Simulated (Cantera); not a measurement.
A perfectly stirred reactor is fed with CH₄ : C₂H₆ : C₃H₈ : O₂ : N₂ = 1 : 1.5 : 0.95 : 15.2 : 57.1 (molar parts), equivalence ratio 0.79, at 180000 Pa; it is adiabatic with a 350 K inlet, and is followed from long to short residence time, starting on the burning branch (τ in s: 0.048, 0.015, 0.0046, 0.0014, 0.00044, 0.00014, 4.3e-05, 1.3e-05, 4.1e-06).

Detailed kinetics in Cantera: GRI-Mech 3.0 (53 species, 325 reactions). GRI-Mech 3.0 was tuned for natural gas; its chemistry of propane as a main component is partial and can be far from experiment.

### Question
Predict: blow-out, bracketed by the residence times tried; x(CH₄) at τ = 48.0 ms; x(C₂H₆) at τ = 48.0 ms; x(C₃H₈) at τ = 48.0 ms; x(CH₂O) at τ = 48.0 ms; x(O) at τ = 48.0 ms; x(CH₄) at τ = 0.440 ms; x(C₂H₆) at τ = 0.440 ms; x(C₃H₈) at τ = 0.440 ms; x(CH₂O) at τ = 0.440 ms; x(O) at τ = 0.440 ms.

### Answer
```json
{
 "blow_out_bracketed_by_the_residence_times_tried": "burning at 0.140 ms, out at 43.0 µs",
 "x(CH₄) at τ = 48.0 ms": "1.38e-6",
 "x(C₂H₆) at τ = 48.0 ms": "2.78e-7",
 "x(C₃H₈) at τ = 48.0 ms": "1.80e-7",
 "x(CH₂O) at τ = 48.0 ms": "6.36e-7",
 "x(O) at τ = 48.0 ms": "0.000289",
 "x(CH₄) at τ = 0.440 ms": "3.66e-5",
 "x(C₂H₆) at τ = 0.440 ms": "1.23e-5",
 "x(C₃H₈) at τ = 0.440 ms": "7.03e-6",
 "x(CH₂O) at τ = 0.440 ms": "2.20e-5",
 "x(O) at τ = 0.440 ms": "0.00263"
}
```
